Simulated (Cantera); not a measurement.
An isothermal, constant-pressure homogeneous reactor starts with CO : O2 : H2O : N2 = 0.0091 : 0.032 : 0.00091 : 1 (molar parts), equivalence ratio 0.14, at 900 K and 0.780 atm. Integrator tolerance rtol = 1e-08.

Cantera simulation using GRI-Mech 3.0 (53 species, 325 reactions); the numbers are that mechanism's predictions, not measurements.

**Question.** What does this change do: 0.047 parts H2 added?

**Answer.** 
```
quantity                                              before                                     after
-----------------  -----------------------------------------  ----------------------------------------
x(CO) at 20.0 s       0.00809 (gas-phase equilibrium <1e-12)    0.00263 (gas-phase equilibrium <1e-12)
x(O2) at 20.0 s        0.0304 (gas-phase equilibrium 0.0265)   0.00534 (gas-phase equilibrium 0.00372)
x(H2O) at 20.0 s   0.000872 (gas-phase equilibrium 0.000877)     0.0445 (gas-phase equilibrium 0.0452)
x(O) at 20.0 s        3.31e-8 (gas-phase equilibrium <1e-12)    1.90e-8 (gas-phase equilibrium <1e-12)
x(H2O2) at 20.0 s     2.99e-7 (gas-phase equilibrium <1e-12)  3.11e-6 (gas-phase equilibrium 1.67e-12)
```
Below about 950 K walls govern HO2 and H2O2 in real vessels. The temperature is held fixed by assumption; the heat of reaction is taken as removed at once.
